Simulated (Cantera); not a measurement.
**Ammonia decomposition in nitride growth gas**

An isothermal, constant-pressure homogeneous reactor starts with 57.1 % NH₃, 42.9 % N₂, at 2050 K and 623 Torr.

Model: the gas-phase N/H chemistry of the illustrative SiF4/NH3 mechanism in the Surface Chemkin manual (1991), integrated in Cantera. Walls and surfaces, which speed up NH3 decomposition in real reactors, are not modelled.

```csv
t (s),x NH₃,x H₂,x N₂,x NH,x H,x N
0.000400,0.561,0.00903,0.429,1.13e-5,9.16e-6,9.48e-8
0.000957,0.546,0.0232,0.429,1.29e-5,2.00e-5,2.18e-7
0.00229,0.513,0.0549,0.431,1.49e-5,4.33e-5,4.47e-7
0.00547,0.444,0.120,0.434,1.64e-5,9.20e-5,7.33e-7
0.0131,0.324,0.236,0.440,1.62e-5,0.000190,9.69e-7
0.0313,0.168,0.385,0.447,1.36e-5,0.000377,1.11e-6
0.0748,0.0456,0.501,0.452,8.64e-6,0.000730,1.10e-6
0.179,0.00431,0.540,0.454,2.96e-6,0.00148,7.29e-7
0.428,0.000508,0.544,0.454,5.29e-7,0.00183,1.60e-7
1.02,0.000147,0.544,0.454,1.56e-7,0.00185,4.76e-8
2.45,5.45e-5,0.544,0.454,5.77e-8,0.00185,1.76e-8
5.85,2.19e-5,0.544,0.454,2.32e-8,0.00185,7.10e-9
14.0,9.52e-6,0.544,0.454,1.01e-8,0.00185,3.08e-9
33.5,5.12e-6,0.544,0.454,5.43e-9,0.00185,1.66e-9
80.0,4.18e-6,0.544,0.454,4.43e-9,0.00185,1.36e-9
```
x: mole fraction; the columns are a selection and need not sum to one.

Equilibrium at this temperature and pressure: NH₃ 4.15e-6, H₂ 0.544, N₂ 0.454, NH 4.39e-9, H 0.00185, N 1.34e-9 (gas phase only).
